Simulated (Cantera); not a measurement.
Mixture: CO : H2 : CH4 : O2 : N2 = 1 : 0.4 : 0.44 : 3.36 : 12.6 (molar parts), equivalence ratio 0.47, at 15.0 bar, adiabatic and at constant pressure. Ignition delay is the time to a rise of 400 K.

Detailed kinetics in Cantera: GRI-Mech 3.0 (53 species, 325 reactions). The pressure lies above the range GRI-Mech 3.0 was tuned for (to about 10 atm).

**Question.** What does this change do: constant volume in place of constant pressure?

**Answer.** 
```csv
quantity,before,after
delay at 1225 K,0.150 ms,0.134 ms
delay at 1300 K,63.8 µs,56.8 µs
delay at 1375 K,32.1 µs,28.7 µs
delay at 1450 K,18.2 µs,16.3 µs
delay at 1525 K,11.1 µs,10.0 µs
delay at 1600 K,7.29 µs,6.60 µs
delay at 1675 K,5.04 µs,4.56 µs
apparent activation energy between 1525 and 1675 K,110 kJ/mol,110 kJ/mol
```

**Question.** What does this change do: 0.057 parts C2H6 added?

**Answer.** 
```json
[
 {"quantity": "delay at 1225 K", "before": "0.150 ms", "after": "0.170 ms"},
 {"quantity": "delay at 1300 K", "before": "63.8 µs", "after": "66.8 µs"},
 {"quantity": "delay at 1375 K", "before": "32.1 µs", "after": "31.4 µs"},
 {"quantity": "delay at 1450 K", "before": "18.2 µs", "after": "16.8 µs"},
 {"quantity": "delay at 1525 K", "before": "11.1 µs", "after": "9.86 µs"},
 {"quantity": "delay at 1600 K", "before": "7.29 µs", "after": "6.18 µs"},
 {"quantity": "delay at 1675 K", "before": "5.04 µs", "after": "4.09 µs"},
 {"quantity": "apparent activation energy between 1525 and 1675 K", "before": "110 kJ/mol", "after": "120 kJ/mol"}
]
```
